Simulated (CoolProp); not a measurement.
Vapour-liquid equilibrium of n-heptane (1) + o-xylene (2) at 382.3 K; x and y are mole fractions of (1).

The numbers come from the multi-fluid Helmholtz-energy mixture model, Span 2003 and Zhou 2012; pair parameters Bell 2016 in CoolProp.

| x | bubble pressure (MPa) | y at the bubble point | dew pressure at overall composition x (MPa) | liquid density (mol/L) |
|---|---|---|---|---|
| 0.05 | 0.04341 | 0.207 | 0.03756 | 7.474 |
| 0.15 | 0.05665 | 0.448 | 0.04109 | 7.304 |
| 0.25 | [?] | 0.587 | 0.04532 | 7.139 |
| 0.35 | 0.07878 | 0.681 | 0.05046 | 6.977 |
| 0.45 | 0.08847 | 0.751 | 0.05682 | 6.820 |
| 0.55 | 0.09764 | 0.808 | 0.06483 | 6.667 |
| 0.65 | 0.1065 | 0.857 | 0.07508 | 6.518 |
| 0.75 | 0.1153 | [?] | 0.08830 | 6.373 |
| 0.85 | 0.1241 | [?] | 0.1052 | 6.232 |
| 0.95 | 0.1330 | 0.981 | 0.1259 | 6.094 |

Question: Some entries are withheld; supply them.

Answer: 
- 0.25, bubble pressure (MPa): 0.06829
- 0.75, y at the bubble point: 0.901
- 0.85, y at the bubble point: 0.942

No azeotrope shows between x = 0.05 and 0.95.

The pair parameters rest on a limited set of measurements; away from them the model extrapolates.
